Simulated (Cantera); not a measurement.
A Cantera script and what it prints.

```python
import numpy as np
import cantera as ct

gas_names = """
    H HO2 H2 H2O H2O2 O OH O2 O3 Pb PbO Pb2
""".split()
cond_names = """
    H2O(s) H2O(L) Pb(cr) Pb(L) PbO(rd) PbO(yw) PbO(L) PbO2(s) Pb3O4(s)
""".split()


def load(file, names, dense=False):
    # The tables refer to 1 bar. Condensed volumes are neglected.
    table = {s.name: s for s in ct.Species.list_from_file(file)}
    out = []
    for n in names:
        d = dict(table[n].input_data)
        d["thermo"] = dict(d["thermo"], **{"reference-pressure": 1e5})
        if dense:
            d["equation-of-state"] = {"model": "constant-volume", "density": "1e6 g/cm^3"}
        out.append(ct.Species.from_dict(d))
    return out


gas = ct.Solution(thermo="ideal-gas", species=load("nasa_gas.yaml", gas_names))
cond = {s.name: ct.Solution(thermo="fixed-stoichiometry", species=[s], name=s.name)
        for s in load("nasa_condensed.yaml", cond_names, dense=True)}
atoms = {
    'PbO': {'Pb': 1, 'O': 1},
    'O2': {'O': 2},
    'H2': {'H': 2},
}
top_T = {'Pb3O4(s)': 820}  # K; cautious upper limits of use, not melting points


def equilibrate(T, P, feed):
    n = {}
    for name, mol in feed.items():
        for a, k in atoms[name].items():
            n[a] = n.get(a, 0.0) + k * mol
    gas.TPX = T, P, n
    mass = sum(n.values()) * gas.mean_molecular_weight
    gas.equilibrate("TP")
    valid = [c for c in cond.values() if c.min_temp <= T <= top_T.get(c.name, c.max_temp)]
    mix = ct.Mixture([(gas, mass / gas.mean_molecular_weight)] + [(c, 0.0) for c in valid])
    mix.T, mix.P = T, P
    mix.equilibrate("TP", solver="vcs", rtol=1e-11, max_steps=5000)
    return mix


results = []
feed = {'PbO': 1, 'O2': 0.67, 'H2': 30}  # mol
T = 998  # K
for P in [10, 36, 130, 460, 1700, 6000, 22000, 77000, 280000, 1000000]:
    mix = equilibrate(T, P, feed)
    results.append((T, P, feed, dict(zip(mix.species_names, mix.species_moles))))
    x = sorted(zip(gas.X, gas.species_names), reverse=True)
    print(f"T = {T:g} K  P = {P:g} Pa  gas = {mix.phase_moles(0):.4g} mol")
    print("   x: " + "  ".join(f"{s} {v:.3e}" for v, s in x if v > 0.001))
    print("   condensed (mol): " + ("  ".join(f"{mix.phase(i).name} {mix.phase_moles(i):.4g}"
          for i in range(1, mix.n_phases) if mix.phase_moles(i) > 1e-12) or "none"))
```

Output:

```
T = 998 K  P = 10 Pa  gas = 31 mol
   x: H2 8.923e-01  H2O 7.548e-02  Pb 3.226e-02
   condensed (mol): none
T = 998 K  P = 36 Pa  gas = 31 mol
   x: H2 8.923e-01  H2O 7.548e-02  Pb 3.226e-02
   condensed (mol): none
T = 998 K  P = 130 Pa  gas = 30.36 mol
   x: H2 9.110e-01  H2O 7.707e-02  Pb 1.192e-02
   condensed (mol): Pb(L) 0.6382
T = 998 K  P = 460 Pa  gas = 30.1 mol
   x: H2 9.189e-01  H2O 7.774e-02  Pb 3.368e-03
   condensed (mol): Pb(L) 0.8986
T = 998 K  P = 1700 Pa  gas = 30.03 mol
   x: H2 9.212e-01  H2O 7.793e-02
   condensed (mol): Pb(L) 0.9726
T = 998 K  P = 6000 Pa  gas = 30.01 mol
   x: H2 9.218e-01  H2O 7.798e-02
   condensed (mol): Pb(L) 0.9923
T = 998 K  P = 22000 Pa  gas = 30 mol
   x: H2 9.219e-01  H2O 7.799e-02
   condensed (mol): Pb(L) 0.9979
T = 998 K  P = 77000 Pa  gas = 30 mol
   x: H2 9.220e-01  H2O 7.800e-02
   condensed (mol): Pb(L) 0.9994
T = 998 K  P = 280000 Pa  gas = 30 mol
   x: H2 9.220e-01  H2O 7.800e-02
   condensed (mol): Pb(L) 0.9998
T = 998 K  P = 1e+06 Pa  gas = 30 mol
   x: H2 9.220e-01  H2O 7.800e-02
   condensed (mol): Pb(L) 1
```

Cantera equilibrium calculation (NASA polynomials, part measured and part estimated; ideal gas, pure solids and liquids).
